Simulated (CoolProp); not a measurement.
Vapour-liquid equilibrium of propylene (1) + isobutane (2) at 1240 kPa; x and y are mole fractions of (1).

Model: multi-fluid Helmholtz-energy mixture model, Lemmon 2013 and Bücker 2006; pair parameters Bell 2016, in CoolProp.

| x | bubble temperature (°C) | y at the bubble point | dew temperature at overall composition x (°C) | liquid density (mol/L) |
|---|---|---|---|---|
| 0.05 | 71.9 | 0.109 | 74.2 | 8.385 |
| 0.15 | 65.4 | 0.275 | 70.3 | 8.720 |
| 0.25 | 60.5 | 0.402 | 66.4 | 9.043 |
| 0.35 | 56.3 | 0.511 | 62.5 | 9.375 |
| 0.45 | 52.3 | 0.612 | 58.6 | 9.727 |
| 0.55 | 48.2 | 0.708 | 54.8 | 10.10 |
| 0.65 | 43.9 | 0.797 | 50.7 | 10.50 |
| 0.75 | 39.3 | 0.876 | 46.3 | 10.91 |
| 0.85 | 34.6 | 0.939 | 40.9 | 11.33 |
| 0.95 | 30.0 | 0.984 | 33.6 | 11.73 |

No azeotrope shows between x = 0.05 and 0.95.

The pair parameters rest on a limited set of measurements; away from them the model extrapolates. The gap from Raoult's law changes sign with composition, which may be real or a fault of the pair parameters; it wasn't checked against measurements.
